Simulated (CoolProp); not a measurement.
Vapour-liquid equilibrium of ethanol (1) + n-decane (2) at 0.316 MPa; x and y are mole fractions of (1).

Values from CoolProp's multi-fluid Helmholtz-energy mixture model, Schroeder 2014 and Lemmon 2006; pair parameters Bell 2016.

### Question
Give the bubble temperature and the first vapour's composition at x = 0.65, 0.75, 0.85. Is there an azeotrope?

### Answer
x = 0.65: 116.4 °C, y = 0.949; x = 0.75: 115.2 °C, y = 0.956; x = 0.85: 113.5 °C, y = 0.967. No azeotrope shows between x = 0.05 and 0.95.

The pair parameters rest on a limited set of measurements; away from them the model extrapolates. With so large a gap from Raoult's law the liquid may split in two, which this calculation doesn't test in full.
